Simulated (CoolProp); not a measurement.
Vapour pressure (MPa) of R113: the reference equation beside estimates from Tc = 214.1 °C, pc = 3.392 MPa, ω = 0.253. Clausius-Clapeyron is anchored at 135.85 °C with a constant enthalpy of vaporisation of 20.36 kJ/mol.

The numbers come from the reference Helmholtz-energy equation of state, Marx 1992 in CoolProp.

```
T (°C)  reference  Clausius-Clapeyron  van der Waals  Redlich-Kwong  Peng-Robinson
------  ---------  ------------------  -------------  -------------  -------------
65.75      0.1782              0.2715         0.6584         0.2812         0.1776
79.75      0.2632              0.3616         0.8077         0.3932         0.2619
93.75      0.3760              0.4713         0.9773         0.5339         0.3739
107.85     0.5229              0.6033          1.170         0.7080         0.5204
121.85     0.7076              0.7576          1.383         0.9166         0.7051
135.85     0.9368              0.9368          1.619          1.164         0.9351
149.95      1.219               1.144          1.881          1.455          1.220
163.95      1.557               1.377          2.165          1.789          1.561
177.95      1.961               1.638          2.475          2.170          1.970
192.05      2.445               1.931          2.812          2.605          2.457
```

Absolute difference from the reference over all 10 rows, mean and median: Clausius-Clapeyron 19.3 and 15.9 %, van der Waals 106.3 and 84.1 %, Redlich-Kwong 29.0 and 26.9 %, Peng-Robinson 0.4 and 0.4 %.
